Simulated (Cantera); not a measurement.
Charge: 1 mol CaF2, 0.95 mol H2, equilibrated at 1775 K and 0.190 Pa.

These are equilibrium values from Cantera (NASA tables, ideal gas, pure condensed phases), not measurements of a reactor. Candidate condensed phases: Ca, CaF2; 15 gas species. Kinetics and transport are ignored.

Base state: CaF2 0.310, H2 0.271, HF 0.181, H 0.109, CaF 0.0758, Ca 0.0525, F 1.07e-5 (mole fractions); condensed: gas only.

**Question.** What changes in the equilibrium state with this change: temperature from 1775 K to 2073 K?

**Answer.** 
| species | before | after |
|---|---|---|
| H | 0.109 | 0.344 |
| HF | 0.181 | 0.267 |
| CaF2 | 0.310 | 0.173 |
| H2 | 0.271 | 0.0324 |
| Ca | 0.0525 | 0.0862 |
| CaF | 0.0758 | 0.0959 |
| F | 1.07e-5 | 0.00155 |

**Question.** What changes in the equilibrium state with this change: temperature from 1775 K to 725 K?

**Answer.** 
```tsv
species	before	after
H2	0.271	1.00
CaF2	0.310	<1e-9
HF	0.181	<1e-9
H	0.109	<1e-9
CaF	0.0758	<1e-9
Ca	0.0525	<1e-9
F	1.07e-5	<1e-9
CaF2(s), mol	0	1.00
```
